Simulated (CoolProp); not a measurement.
Computed with CoolProp (reference Helmholtz-energy equation of state, Lemmon 2006). It is a short technical equation, of lower accuracy than the large ones.

### Question
Give the vapour pressure (kPa), liquid density (kg/m³), enthalpy of vaporisation (kJ/kg), vapour Z of saturated C3F8 (R218) at 311.4 K.

### Answer
```json
[
 {"T (K)": "311.4", "p (kPa)": "1220", "liquid density (kg/m³)": "1240", "enthalpy of vaporisation (kJ/kg)": "66.6", "vapour Z": "0.699"}
]
```
